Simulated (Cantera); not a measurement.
## (CH3)2SiCl2 + CH4 + H2 (silicon carbide growth)

Input: 1 mol (CH3)2SiCl2, 1.2 mol CH4, 1500 mol H2, at 0.120 bar.

Equilibrium computed with Cantera from the NASA thermochemical tables; the gas is ideal and each condensed phase is pure. Candidate condensed phases: C, C6H6, C7H8, C8H18, Si, SiC; 109 gas species. The feed counts by its element totals alone. Rates play no part.

From 1123 K to 1223 K the condensed part is SiC(s). From 1273 K to 1623 K the condensed part is C(graphite) + SiC(s).

| T (K) | log p H2 | log p CH4 | log p HCl | log p H | log p C2H2 (acetylene) | log p CH3 | log p C2H4 | n SiC(s) | n C(graphite) |
|---|---|---|---|---|---|---|---|---|---|
| 1123 | -0.92 | -3.76 | -3.80 | -7.83 | -9.34 | -9.40 | -8.62 | 1.000 | 0 |
| 1173 | -0.92 | -3.76 | -3.80 | -7.39 | -8.54 | -8.95 | -8.18 | 1.000 | 0 |
| 1223 | -0.92 | -3.76 | -3.80 | -6.98 | -7.80 | -8.53 | -7.79 | 1.000 | 0 |
| 1273 | -0.92 | -3.87 | -3.80 | -6.61 | -7.35 | -8.27 | -7.66 | 1.000 | 0.510 |
| 1323 | -0.92 | -4.01 | -3.80 | -6.26 | -7.01 | -8.05 | -7.60 | 1.000 | 0.974 |
| 1373 | -0.92 | -4.14 | -3.80 | -5.94 | -6.68 | -7.86 | -7.55 | 1.000 | 1.29 |
| 1423 | -0.92 | -4.26 | -3.80 | -5.64 | -6.39 | -7.68 | -7.50 | 1.000 | 1.50 |
| 1473 | -0.92 | -4.38 | -3.80 | -5.36 | -6.11 | -7.51 | -7.46 | 1.000 | 1.65 |
| 1523 | -0.92 | -4.48 | -3.80 | -5.10 | -5.85 | -7.35 | -7.41 | 1.000 | 1.75 |
| 1573 | -0.92 | -4.58 | -3.80 | -4.85 | -5.61 | -7.20 | -7.38 | 1.000 | 1.81 |
| 1623 | -0.92 | -4.67 | -3.80 | -4.62 | -5.38 | -7.06 | -7.34 | 1.000 | 1.83 |
log p: log10 of the partial pressure in bar; n: condensed amount in mol.
